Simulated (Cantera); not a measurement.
What does this Cantera script print?

```python
import numpy as np
import cantera as ct

gas_names = """
    C CH CH2 CH3 CH2OH CH3O CH4 CH3OH CN CO CO2 COOH C2 C2H CHCO,ketyl C2H2,acetylene C2H2,vinylidene
    CH2CO,ketene C2H3,vinyl CH3CN CH3CO,acetyl C2H4 C2H4O,ethylen CH3CHO,ethanal CH3COOH (HCOOH)2 C2H5
    C2H6 CH3OCH3 C2H5OH CCN CNC C2N2 C2O C3 C3H3,propargyl C3H4,allene C3H4,propyne C3H4,cyclo-
    C3H5,allyl C3H6,propylene C3H6,cyclo- C3H6O C3H7,n-propyl C3H7,i-propyl C3H8 C3H8O,1propanol
    C3H8O,2propanol C3O2 C4 C4H2 C4H4,1,3-cyclo- C4H6,butadiene C4H6,2-butyne C4H6,cyclo- C4H8,1-butene
    C4H8,cis2-buten C4H8,tr2-butene C4H8,isobutene C4H8,cyclo- (CH3COOH)2 C4H9,n-butyl C4H9,i-butyl
    C4H9,s-butyl C4H9,t-butyl C4H10,isobutane C4H10,n-butane C4N2 C5 C5H6,1,3cyclo- C5H8,cyclo-
    C5H10,1-pentene C5H10,cyclo- C5H11,pentyl C5H11,t-pentyl C5H12,n-pentane C5H12,i-pentane
    CH3C(CH3)2CH3 C6H2 C6H5,phenyl C6H5O,phenoxy C6H6 C6H5OH,phenol C6H10,cyclo- C6H12,1-hexene
    C6H12,cyclo- C6H13,n-hexyl C7H7,benzyl C7H8 C7H8O,cresol C7H14,1-heptene C7H15,n-heptyl
    C7H16,n-heptane C8H8,styrene C8H10,ethylbenz C8H16,1-octene C8H17,n-octyl C8H18,isooctane
    C8H18,n-octane C9H19,n-nonyl C10H8,naphthale C10H21,n-decyl C12H9,o-bipheny C12H10,bipheny H HCN HCO
    HCCN HNC HNCO HNO HNO2 HNO3 HO2 H2 HCHO,formaldehy HCOOH H2O H2O2 N NCO NH NH2 NH3 NH2OH NO NO2 NO3
    N2 N2H2 N2H4 N2O O OH O2 O3
""".split()
cond_names = """
    C(gr) C6H6(L) C7H8(L) C8H18(L),n-octa H2O(s) H2O(L)
""".split()


def load(file, names, dense=False):
    # The tables refer to 1 bar. Condensed volumes are neglected.
    table = {s.name: s for s in ct.Species.list_from_file(file)}
    out = []
    for n in names:
        d = dict(table[n].input_data)
        d["thermo"] = dict(d["thermo"], **{"reference-pressure": 1e5})
        if dense:
            d["equation-of-state"] = {"model": "constant-volume", "density": "1e6 g/cm^3"}
        out.append(ct.Species.from_dict(d))
    return out


gas = ct.Solution(thermo="ideal-gas", species=load("nasa_gas.yaml", gas_names))
cond = {s.name: ct.Solution(thermo="fixed-stoichiometry", species=[s], name=s.name)
        for s in load("nasa_condensed.yaml", cond_names, dense=True)}
atoms = {
    'CH4': {'C': 1, 'H': 4},
    'H2O': {'H': 2, 'O': 1},
    'N2': {'N': 2},
}
top_T = {'C(gr)': 4500}  # K; cautious upper limits of use, not melting points


def equilibrate(T, P, feed):
    n = {}
    for name, mol in feed.items():
        for a, k in atoms[name].items():
            n[a] = n.get(a, 0.0) + k * mol
    gas.TPX = T, P, n
    mass = sum(n.values()) * gas.mean_molecular_weight
    gas.equilibrate("TP")
    valid = [c for c in cond.values() if c.min_temp <= T <= top_T.get(c.name, c.max_temp)]
    mix = ct.Mixture([(gas, mass / gas.mean_molecular_weight)] + [(c, 0.0) for c in valid])
    mix.T, mix.P = T, P
    mix.equilibrate("TP", solver="vcs", rtol=1e-11, max_steps=5000)
    return mix


results = []
feed = {'CH4': 1, 'H2O': 0.12, 'N2': 21}  # mol
P = 31  # Pa
for T in [1025, 1125, 1225, 1325, 1425, 1525, 1625, 1725, 1825]:
    mix = equilibrate(T, P, feed)
    results.append((T, P, feed, dict(zip(mix.species_names, mix.species_moles))))
    x = sorted(zip(gas.X, gas.species_names), reverse=True)
    print(f"T = {T:g} K  P = {P:g} Pa  gas = {mix.phase_moles(0):.4g} mol")
    print("   x: " + "  ".join(f"{s} {v:.3e}" for v, s in x if v > 1e-06))
    print("   condensed (mol): " + ("  ".join(f"{mix.phase(i).name} {mix.phase_moles(i):.4g}"
          for i in range(1, mix.n_phases) if mix.phase_moles(i) > 1e-12) or "none"))
```

It prints:

```
T = 1025 K  P = 31 Pa  gas = 23.24 mol
   x: N2 9.036e-01  H2 9.122e-02  CO 5.163e-03  HCN 2.202e-06
   condensed (mol): C(gr) 0.8799
T = 1125 K  P = 31 Pa  gas = 23.24 mol
   x: N2 9.036e-01  H2 9.122e-02  CO 5.163e-03  HCN 8.813e-06
   condensed (mol): C(gr) 0.8798
T = 1225 K  P = 31 Pa  gas = 23.24 mol
   x: N2 9.036e-01  H2 9.120e-02  CO 5.163e-03  HCN 2.806e-05  H 5.346e-06
   condensed (mol): C(gr) 0.8793
T = 1325 K  P = 31 Pa  gas = 23.24 mol
   x: N2 9.036e-01  H2 9.117e-02  CO 5.163e-03  HCN 7.487e-05  H 2.804e-05
   condensed (mol): C(gr) 0.8782
T = 1425 K  P = 31 Pa  gas = 23.24 mol
   x: N2 9.035e-01  H2 9.107e-02  CO 5.163e-03  HCN 1.737e-04  H 1.169e-04  HNC 2.269e-06
   condensed (mol): C(gr) 0.8759
T = 1525 K  P = 31 Pa  gas = 23.24 mol
   x: N2 9.032e-01  H2 9.082e-02  CO 5.162e-03  H 4.049e-04  HCN 3.601e-04  HNC 6.583e-06  C2H2,acetylene 1.098e-06
   condensed (mol): C(gr) 0.8714
T = 1625 K  P = 31 Pa  gas = 23.25 mol
   x: N2 9.027e-01  H2 9.021e-02  CO 5.160e-03  H 1.204e-03  HCN 6.802e-04  HNC 1.669e-05  C2H2,acetylene 3.208e-06
   condensed (mol): C(gr) 0.8636
T = 1725 K  P = 31 Pa  gas = 23.28 mol
   x: N2 9.016e-01  H2 8.889e-02  CO 5.155e-03  H 3.145e-03  HCN 1.187e-03  HNC 3.777e-05  C2H2,acetylene 8.190e-06
   condensed (mol): C(gr) 0.8511
T = 1825 K  P = 31 Pa  gas = 23.33 mol
   x: N2 8.993e-01  H2 8.619e-02  H 7.344e-03  CO 5.145e-03  HCN 1.928e-03  HNC 7.732e-05  C2H2,acetylene 1.851e-05  CN 2.481e-06
   condensed (mol): C(gr) 0.8323
```

Method: chemical equilibrium by Gibbs-energy minimisation in Cantera with the NASA 1993 tables (ideal gas, pure condensed phases).
